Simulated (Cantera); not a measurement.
Mixture: CH4 : C2H6 : C3H8 : O2 : N2 : H2O = 1 : 0.21 : 0.099 : 5.57 : 20.9 : 1.2 (molar parts), equivalence ratio 0.58, at 30.0 bar, adiabatic and at constant pressure. Ignition delay is the time to a rise of 400 K.

Cantera simulation using GRI-Mech 3.0 (53 species, 325 reactions); the numbers are that mechanism's predictions, not measurements. The pressure lies above the range GRI-Mech 3.0 was tuned for (to about 10 atm).

Q: Predict: delay at 1173 K; delay at 1323 K; delay at 1473 K; delay at 1623 K; delay at 1773 K; apparent activation energy between 1623 and 1773 K.

A: delay at 1173 K: 0.610 ms
delay at 1323 K: 88.3 µs
delay at 1473 K: 18.9 µs
delay at 1623 K: 5.65 µs
delay at 1773 K: 2.17 µs
apparent activation energy between 1623 and 1773 K: 150 kJ/mol
